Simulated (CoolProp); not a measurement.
Vapour-liquid equilibrium of R13 (1) + isobutane (2) at 0.237 MPa; x and y are mole fractions of (1).

The numbers come from the multi-fluid Helmholtz-energy mixture model, Platzer 1990 and Bücker 2006; pair parameters Bell 2016 in CoolProp. This equation is an older, rougher fit; its heat capacities, sound speeds and derivatives of the liquid may be far off and weren't checked against measurements.

| x | bubble temperature (K) | y at the bubble point | dew temperature at overall composition x (K) | liquid density (mol/L) |
|---|---|---|---|---|
| 0.05 | 266.8 | 0.479 | 283.8 | 10.19 |
| 0.125 | 248.6 | 0.761 | 281.2 | 10.69 |
| 0.2 | 237.9 | 0.862 | 278.6 | 11.06 |
| 0.275 | 231.2 | 0.907 | 275.8 | 11.36 |
| 0.35 | 226.6 | 0.931 | 272.7 | 11.63 |
| 0.425 | 223.3 | 0.947 | 269.4 | 11.88 |
| 0.5 | 220.8 | 0.957 | 265.7 | 12.12 |
| 0.575 | 218.7 | 0.965 | 261.7 | 12.37 |
| 0.65 | 216.8 | 0.972 | 257.0 | 12.61 |
| 0.725 | 215.2 | 0.978 | 251.6 | 12.86 |
| 0.8 | 213.6 | 0.984 | 244.9 | 13.12 |
| 0.875 | 212.0 | 0.990 | 236.1 | 13.40 |
| 0.95 | 210.4 | 0.996 | 222.5 | 13.69 |

No azeotrope shows between x = 0.05 and 0.95.

The pair parameters rest on a limited set of measurements; away from them the model extrapolates.
